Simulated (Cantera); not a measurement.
A perfectly stirred reactor is fed with 62.9 % NH3, 37.1 % N2, at 2670 Pa; it is held at 2298 K, and followed from long to short residence time.

Model: the gas-phase N/H chemistry of the illustrative SiF4/NH3 mechanism in the Surface Chemkin manual (1991), integrated in Cantera. Walls and surfaces, which speed up NH3 decomposition in real reactors, are not modelled.

### Question
Predict: x(NH3) at τ = 17.0 s; x(N2H2) at τ = 17.0 s; x(NH2) at τ = 17.0 s; x(N) at τ = 17.0 s; x(NH3) at τ = 0.210 s; x(N2H2) at τ = 0.210 s; x(NH2) at τ = 0.210 s; x(N2H4) at τ = 0.210 s; x(N) at τ = 0.210 s.

### Answer
| Quantity | Value |
|---|---|
| x(NH3) at τ = 17.0 s | 9.27e-5 |
| x(N2H2) at τ = 17.0 s | 3.90e-9 |
| x(NH2) at τ = 17.0 s | 1.49e-5 |
| x(N) at τ = 17.0 s | 3.95e-5 |
| x(NH3) at τ = 0.210 s | 0.122 |
| x(N2H2) at τ = 0.210 s | 2.60e-6 |
| x(NH2) at τ = 0.210 s | 0.00114 |
| x(N2H4) at τ = 0.210 s | 1.98e-9 |
| x(N) at τ = 0.210 s | 8.50e-6 |
